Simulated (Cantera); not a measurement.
Thermodynamics of chlorosilane synthesis and conversion, feed SiCl4 + HCl + H2

Input: 1 mol SiCl4, 0.54 mol HCl, 20 mol H2, at 1 atm.

These are equilibrium values from Cantera (NASA tables, ideal gas, pure condensed phases), not measurements of a reactor. Candidate condensed phases: Si; 19 gas species. The tables' values for SiCl3, SiCl are old estimates; treat these amounts as uncertain. Gases not in the tables: Si2H6 and higher silanes. The numbers say what is thermodynamically allowed, not how fast it happens.

From 573 K to 1773 K nothing is condensed. The main Si-bearing gas is SiCl4 at 573 K and SiCl2 at 1773 K.

| T (K) | x H2 | x HCl | x SiCl4 | x SiCl2 | x SiHCl3 | x SiCl3 |
|---|---|---|---|---|---|---|
| 573 | 0.928 | 0.0251 | 0.0464 | <1e-12 | 2.42e-5 | 2.87e-11 |
| 673 | 0.928 | 0.0253 | 0.0462 | <1e-12 | 0.000214 | 7.26e-9 |
| 773 | 0.927 | 0.0261 | 0.0454 | 5.44e-10 | 0.00102 | 4.13e-7 |
| 873 | 0.925 | 0.0282 | 0.0433 | 9.59e-8 | 0.00305 | 8.41e-6 |
| 973 | 0.922 | 0.0318 | 0.0398 | 4.79e-6 | 0.00647 | 8.15e-5 |
| 1073 | 0.917 | 0.0370 | 0.0349 | 9.60e-5 | 0.0106 | 0.000458 |
| 1173 | 0.909 | 0.0442 | 0.0290 | 0.000947 | 0.0139 | 0.00167 |
| 1273 | 0.899 | 0.0554 | 0.0218 | 0.00484 | 0.0141 | 0.00401 |
| 1373 | 0.883 | 0.0715 | 0.0137 | 0.0136 | 0.0107 | 0.00635 |
| 1473 | 0.867 | 0.0882 | 0.00670 | 0.0244 | 0.00619 | 0.00691 |
| 1573 | 0.855 | 0.0999 | 0.00260 | 0.0329 | 0.00295 | 0.00570 |
| 1673 | 0.849 | 0.106 | 0.000904 | 0.0379 | 0.00130 | 0.00405 |
| 1773 | 0.846 | 0.109 | 0.000318 | 0.0406 | 0.000579 | 0.00276 |
x: gas mole fraction; nothing condenses.
